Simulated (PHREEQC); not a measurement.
A made-up water analysis in mmol/kgw, 20 °C, pH 5.98, pe 0.1: Na 0.00551; K 0.000335; Ca 0.00319; Mg 0.00197; Cl 0.00407; S(6) 0.00295; Alkalinity (meq/kgw) 0.00623; Mn(2) 7.48e-06.

Cl is adjusted to close the charge balance.
Valence states are taken as typed.

The numbers come from PHREEQC with the ion-association model, phreeqc.dat.

Each row changes one thing in this solution. No solid was allowed to form.

| case | CO2 (mol/kgw) | HCO3- (mol/kgw) | CaSO4 (mol/kgw) | MgSO4 (mol/kgw) | CO3-2 (mol/kgw) | CaHCO3+ (mol/kgw) | SI of Gypsum (CaSO4:2H2O) | SI of Rhodochrosite (MnCO3) |
|---|---|---|---|---|---|---|---|---|
| as made | 1.82e-5 | 7.28e-6 | 1.53e-9 | 1.14e-9 | 2.98e-10 | 2.66e-10 | -6.47 | -6.56 |
| temperature from 20 to 45 °C at the same typed pH | ___ | 7.24e-6 | 1.83e-9 | 2.10e-9 | 4.49e-10 | 3.53e-10 | -6.44 | -6.30 |
| all concentrations times 4 at the same typed pH | ___ | 2.59e-5 | 2.35e-8 | ___ | ___ | 3.71e-9 | -5.28 | -5.42 |
| pH from 5.98 to 6.28 at the same alkalinity | 8.48e-6 | 6.74e-6 | 1.54e-9 | 1.14e-9 | 5.51e-10 | 2.46e-10 | -6.47 | -6.29 |
| Ca from 0.00319 to 0.00638 mmol/kgw | 1.82e-5 | 7.28e-6 | 3.04e-9 | 1.13e-9 | 2.99e-10 | 5.29e-10 | -6.17 | -6.56 |
| Na from 0.00551 to 0.011 mmol/kgw | 1.82e-5 | 7.28e-6 | 1.53e-9 | 1.13e-9 | 2.98e-10 | 2.65e-10 | -6.47 | -6.56 |

### Question
What belongs in the gaps?

### Answer

- temperature from 20 to 45 °C at the same typed pH, CO2 (mol/kgw): 1.47e-5
- all concentrations times 4 at the same typed pH, CO2 (mol/kgw): 6.47e-5
- all concentrations times 4 at the same typed pH, MgSO4 (mol/kgw): 1.74e-8
- all concentrations times 4 at the same typed pH, CO3-2 (mol/kgw): 1.08e-9

Species that the database lacks are ignored. At this temperature some constants are extrapolated from 25 °C, and those without enthalpy data are left unchanged.
